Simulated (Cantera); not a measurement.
# Thermodynamics of chemical vapour transport, feed Si + H2O + O2

Charge: 1 mol Si, 0.08 mol H2O, 0.03 mol O2, equilibrated at 1.60 bar.

Equilibrium computed with Cantera from the NASA thermochemical tables; the gas is ideal and each condensed phase is pure. Candidate condensed phases: H2O, Si, SiO2; 18 gas species. Mutual solubility and eutectic melting of coexisting phases are not modelled. The tables hold silica as quartz up to 1696 K and as liquid above; real silica turns to tridymite and cristobalite and melts near 1996 K. The numbers say what is thermodynamically allowed, not how fast it happens.

```json
[
 {"T (K)": "750", "x H2": "1.00", "x SiO": "<1e-12", "x H": "<1e-12", "x SiH4": "2.56e-7", "x H2O": "<1e-12", "x SiH2": "<1e-12", "x SiH3": "<1e-12", "n Si(s)": "0.930", "n SiO2(α-quartz)": "0.0700", "n SiO2(β-quartz)": "0"},
 {"T (K)": "800", "x H2": "1.00", "x SiO": "<1e-12", "x H": "2.29e-12", "x SiH4": "3.26e-7", "x H2O": "1.98e-12", "x SiH2": "<1e-12", "x SiH3": "<1e-12", "n Si(s)": "0.930", "n SiO2(α-quartz)": "0.0700", "n SiO2(β-quartz)": "0"},
 {"T (K)": "850", "x H2": "1.00", "x SiO": "<1e-12", "x H": "1.62e-11", "x SiH4": "4.02e-7", "x H2O": "1.24e-11", "x SiH2": "<1e-12", "x SiH3": "<1e-12", "n Si(s)": "0.930", "n SiO2(α-quartz)": "0", "n SiO2(β-quartz)": "0.0700"},
 {"T (K)": "900", "x H2": "1.00", "x SiO": "3.12e-12", "x H": "9.24e-11", "x SiH4": "4.84e-7", "x H2O": "6.26e-11", "x SiH2": "3.71e-12", "x SiH3": "<1e-12", "n Si(s)": "0.930", "n SiO2(α-quartz)": "0", "n SiO2(β-quartz)": "0.0700"},
 {"T (K)": "950", "x H2": "1.000", "x SiO": "3.61e-11", "x H": "4.40e-10", "x SiH4": "5.69e-7", "x H2O": "2.66e-10", "x SiH2": "2.03e-11", "x SiH3": "1.65e-12", "n Si(s)": "0.930", "n SiO2(α-quartz)": "0", "n SiO2(β-quartz)": "0.0700"},
 {"T (K)": "1000", "x H2": "1.000", "x SiO": "3.25e-10", "x H": "1.79e-9", "x SiH4": "6.58e-7", "x H2O": "9.74e-10", "x SiH2": "9.37e-11", "x SiH3": "5.85e-12", "n Si(s)": "0.930", "n SiO2(α-quartz)": "0", "n SiO2(β-quartz)": "0.0700"},
 {"T (K)": "1050", "x H2": "1.000", "x SiO": "2.37e-9", "x H": "6.41e-9", "x SiH4": "7.51e-7", "x H2O": "3.14e-9", "x SiH2": "3.74e-10", "x SiH3": "1.84e-11", "n Si(s)": "0.930", "n SiO2(α-quartz)": "0", "n SiO2(β-quartz)": "0.0700"},
 {"T (K)": "1100", "x H2": "1.000", "x SiO": "1.44e-8", "x H": "2.04e-8", "x SiH4": "8.45e-7", "x H2O": "9.10e-9", "x SiH2": "1.32e-9", "x SiH3": "5.22e-11", "n Si(s)": "0.930", "n SiO2(α-quartz)": "0", "n SiO2(β-quartz)": "0.0700"},
 {"T (K)": "1150", "x H2": "1.000", "x SiO": "7.45e-8", "x H": "5.90e-8", "x SiH4": "9.41e-7", "x H2O": "2.39e-8", "x SiH2": "4.15e-9", "x SiH3": "1.35e-10", "n Si(s)": "0.930", "n SiO2(α-quartz)": "0", "n SiO2(β-quartz)": "0.0700"},
 {"T (K)": "1200", "x H2": "1.000", "x SiO": "3.35e-7", "x H": "1.56e-7", "x SiH4": "1.04e-6", "x H2O": "5.80e-8", "x SiH2": "1.19e-8", "x SiH3": "3.22e-10", "n Si(s)": "0.930", "n SiO2(α-quartz)": "0", "n SiO2(β-quartz)": "0.0700"},
 {"T (K)": "1250", "x H2": "1.000", "x SiO": "1.33e-6", "x H": "3.82e-7", "x SiH4": "1.14e-6", "x H2O": "1.31e-7", "x SiH2": "3.13e-8", "x SiH3": "7.16e-10", "n Si(s)": "0.930", "n SiO2(α-quartz)": "0", "n SiO2(β-quartz)": "0.0700"},
 {"T (K)": "1300", "x H2": "1.000", "x SiO": "4.76e-6", "x H": "8.75e-7", "x SiH4": "1.24e-6", "x H2O": "2.76e-7", "x SiH2": "7.65e-8", "x SiH3": "1.50e-9", "n Si(s)": "0.930", "n SiO2(α-quartz)": "0", "n SiO2(β-quartz)": "0.0700"},
 {"T (K)": "1350", "x H2": "1.000", "x SiO": "1.54e-5", "x H": "1.88e-6", "x SiH4": "1.34e-6", "x H2O": "5.52e-7", "x SiH2": "1.75e-7", "x SiH3": "2.96e-9", "n Si(s)": "0.930", "n SiO2(α-quartz)": "0", "n SiO2(β-quartz)": "0.0700"},
 {"T (K)": "1400", "x H2": "1.000", "x SiO": "4.58e-5", "x H": "3.85e-6", "x SiH4": "1.44e-6", "x H2O": "1.05e-6", "x SiH2": "3.77e-7", "x SiH3": "5.59e-9", "n Si(s)": "0.930", "n SiO2(α-quartz)": "0", "n SiO2(β-quartz)": "0.0700"}
]
```
x: gas mole fraction; n: condensed amount in mol.

From 750 K to 800 K the condensed part is Si(s) + SiO2(α-quartz). From 850 K to 1400 K the condensed part is Si(s) + SiO2(β-quartz). The main Si-bearing gas is SiH4 at 750 K and SiO at 1400 K.
